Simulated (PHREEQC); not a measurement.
Model water analysis in mg/L, 43 °C, pH 5.5, pe 12.9: Na 1.2; K 0.394; Ca 0.942; Mg 0.504; Cl 1.19; S(6) as SO4 3.44; Alkalinity as HCO3 2.98; Cd 0.0224.

Valence states are taken as typed.

All values are PHREEQC results (ion-association model, wateq4f.dat), not measurements.

This is a speciation only: nothing precipitates in the calculation.

Predict the charge-balance error.

charge-balance error -0.9 %.

In which forms is Mg present?

Mg+2 99 %, MgSO4 1.1 % of the Mg.

Species that the database lacks are ignored. At this temperature some constants are extrapolated from 25 °C, and those without enthalpy data are left unchanged.
